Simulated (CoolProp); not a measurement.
Vapour-liquid equilibrium of R143a (1) + R134a (2) at 1.11 MPa; x and y are mole fractions of (1).

The numbers come from the multi-fluid Helmholtz-energy mixture model, Lemmon and Jacobsen 2000 and Tillner-Roth 1994; pair parameters Lemmon 2004 in CoolProp.

| x | bubble temperature, mixture model (°C) | bubble temperature, Raoult's law (°C) | y, mixture model | y, Raoult's law |
|---|---|---|---|---|
| 0.05 | 42.0 | 41.8 | 0.075 | 0.086 |
| 0.125 | 40.0 | 39.7 | 0.181 | 0.205 |
| 0.2 | 38.0 | 37.7 | 0.280 | 0.312 |
| 0.275 | 36.1 | 35.7 | 0.372 | 0.409 |
| 0.35 | 34.3 | 33.8 | 0.458 | 0.497 |
| 0.425 | 32.5 | 32.0 | 0.538 | 0.577 |
| 0.5 | 30.7 | 30.3 | 0.612 | 0.650 |
| 0.575 | 29.0 | 28.6 | 0.682 | 0.717 |
| 0.65 | 27.4 | 27.0 | 0.747 | 0.778 |
| 0.725 | 25.8 | 25.4 | 0.808 | 0.833 |
| 0.8 | 24.2 | 23.9 | 0.865 | 0.884 |
| 0.875 | 22.6 | 22.5 | 0.918 | 0.931 |
| 0.95 | 21.1 | 21.1 | 0.968 | 0.973 |

The largest gap from Raoult's law is +0.5 K in bubble temperature, at x = 0.425. No azeotrope shows between x = 0.05 and 0.95.

The pair parameters rest on a limited set of measurements; away from them the model extrapolates.
